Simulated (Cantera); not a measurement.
Input: 1 mol Si₃N₄, a varied amount of H₂O, equilibrated at 577 °C and 2.93 Torr.

Method: chemical equilibrium by Gibbs-energy minimisation in Cantera with the NASA 1993 tables (ideal gas, pure condensed phases). Candidate condensed phases: H₂O, Si, SiO₂, Si₂N₂O, Si₃N₄; 35 gas species. The numbers say what is thermodynamically allowed, not how fast it happens.

Task: Which condensed phases are stable at each of these points (n(H₂O) (mol)): 0.18, 0.24, 0.33, 0.45, 0.62, 0.84, 1.1, 1.6, 2.1, 2.9, 4, 5.5?

Result: 
| n(H₂O) (mol) | condensed phases | Si condensed (%) |
|---|---|---|
| 0.18 | Si₂N₂O(s) + Si₃N₄(s) | 100.0 |
| 0.24 | Si₂N₂O(s) + Si₃N₄(s) | 100.0 |
| 0.33 | Si₂N₂O(s) + Si₃N₄(s) | 100.0 |
| 0.45 | Si₂N₂O(s) + Si₃N₄(s) | 100.0 |
| 0.62 | Si₂N₂O(s) + Si₃N₄(s) | 100.0 |
| 0.84 | Si₂N₂O(s) + Si₃N₄(s) | 100.0 |
| 1.1 | Si₂N₂O(s) + Si₃N₄(s) | 100.0 |
| 1.6 | SiO₂(β-quartz) + Si₂N₂O(s) | 100.0 |
| 2.1 | SiO₂(β-quartz) + Si₂N₂O(s) | 100.0 |
| 2.9 | SiO₂(β-quartz) + Si₂N₂O(s) | 100.0 |
| 4 | SiO₂(β-quartz) + Si₂N₂O(s) | 100.0 |
| 5.5 | SiO₂(β-quartz) + Si₂N₂O(s) | 100.0 |

From 0.18 mol H₂O to 1.1 mol H₂O the condensed part is Si₂N₂O(s) + Si₃N₄(s). From 1.6 mol H₂O to 5.5 mol H₂O the condensed part is SiO₂(β-quartz) + Si₂N₂O(s).
